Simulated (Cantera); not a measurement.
Charge: 1 mol SiH₄, 0.93 mol NO, 0.48 mol H₂O, at 1850 K and 14.0 mbar.

Method: chemical equilibrium by Gibbs-energy minimisation in Cantera with the NASA 1993 tables (ideal gas, pure condensed phases). The tables hold silica as quartz up to 1696 K and as liquid above; real silica turns to tridymite and cristobalite and melts near 1996 K. The numbers say what is thermodynamically allowed, not how fast it happens.

| species | before | after |
|---|---|---|
| H₂ | 0.695 | 0.669 |
| SiO | 0.168 | 0.240 |
| N₂ | 0.131 | 0.0867 |
| H₂O | 0.00167 | 0.00113 |
| H | 0.00380 | 0.00372 |
| SiO₂(condensed), mol | 0.404 | 0.116 |
Gas species are given as mole fractions.

Task: Name the change that produced these shifts.
(A) pressure from 14.0 mbar to 29.0 mbar
(B) temperature from 1850 K to 1423 K
(C) NO from 0.93 to 13 mol
(D) NO from 0.93 to 0.64 mol

Result: D, NO from 0.93 to 0.64 mol
